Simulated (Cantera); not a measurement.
A diamond (100) surface in a fixed gas of H2 with x(CH4) = 0.018, x(CH3) = 9.1e-05, at 1325 K, 0.210 bar; coverages are run to steady state.

Computed with Cantera and the Harris–Goodwin 1993 mechanism for the reconstructed diamond (100) surface.

θ: site fractions in the mechanism's names (c6HH fully hydrogenated, c6H* and c6*H radical sites, c6** diradical, c6HM methylated).

```json
[
 {"x(H)": "0.0001", "growth (µm/h)": "(withheld)", "θ c6HH": "0.672", "θ c6H*": "0.0287", "θ c6*H": "0.294", "θ c6**": "0.00386", "θ c6HM": "0.000206"},
 {"x(H)": "0.00022", "growth (µm/h)": "(withheld)", "θ c6HH": "0.555", "θ c6H*": "0.0385", "θ c6*H": "0.395", "θ c6**": "0.00978", "θ c6HM": "0.000298"},
 {"x(H)": "0.00048", "growth (µm/h)": "(withheld)", "θ c6HH": "0.469", "θ c6H*": "0.0453", "θ c6*H": "0.464", "θ c6**": "0.0193", "θ c6HM": "0.000387"},
 {"x(H)": "0.001", "growth (µm/h)": "(withheld)", "θ c6HH": "0.419", "θ c6H*": "0.0489", "θ c6*H": "0.501", "θ c6**": "0.0298", "θ c6HM": "0.000457"},
 {"x(H)": "0.0023", "growth (µm/h)": "(withheld)", "θ c6HH": "0.388", "θ c6H*": "0.0508", "θ c6*H": "0.520", "θ c6**": "0.0399", "θ c6HM": "0.000498"},
 {"x(H)": "0.005", "growth (µm/h)": "(withheld)", "θ c6HH": "0.373", "θ c6H*": "0.0517", "θ c6*H": "0.528", "θ c6**": "0.0461", "θ c6HM": "0.000488"},
 {"x(H)": "0.011", "growth (µm/h)": "(withheld)", "θ c6HH": "0.366", "θ c6H*": "0.0523", "θ c6*H": "0.531", "θ c6**": "0.0497", "θ c6HM": "0.000425"},
 {"x(H)": "0.024", "growth (µm/h)": "(withheld)", "θ c6HH": "0.363", "θ c6H*": "0.0530", "θ c6*H": "0.532", "θ c6**": "0.0516", "θ c6HM": "0.000321"},
 {"x(H)": "0.052", "growth (µm/h)": "(withheld)", "θ c6HH": "0.362", "θ c6H*": "0.0542", "θ c6*H": "0.531", "θ c6**": "0.0528", "θ c6HM": "0.000209"}
]
```

Q: What belongs in the gaps?

A: 
- 0.0001, growth (µm/h): 0.169
- 0.00022, growth (µm/h): 0.569
- 0.00048, growth (µm/h): 1.37
- 0.001, growth (µm/h): 2.51
- 0.0023, growth (µm/h): 4.30
- 0.005, growth (µm/h): 6.76
- 0.011, growth (µm/h): 10.5
- 0.024, growth (µm/h): 15.4
- 0.052, growth (µm/h): 20.4
